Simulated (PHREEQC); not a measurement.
1 kg of water holding 0.4 mol/kgw NaCl and 0.1 mol/kgw K2SO4 is evaporated at 60 °C; the solids stay in contact with the brine. CO2 from the air is kept out. Only these solids could form: Arcanite, Glaserite, Halite, Mirabilite, Misenite, Sylvite, Thenardite.

The series has 28 steps of water left (kg), from 1 to 0.005012.

Computed with PHREEQC (Pitzer model, pitzer.dat).

### Question
Which solids form, in which order, and at which step of the series does each first stand?

### Answer
Glaserite from water left = 0.09502 kg; Halite from water left = 0.05275 kg; Sylvite from water left = 0.01627 kg.

Away from 25 °C the constants follow the database's enthalpies or fits; those with neither stay at their 25 °C values.
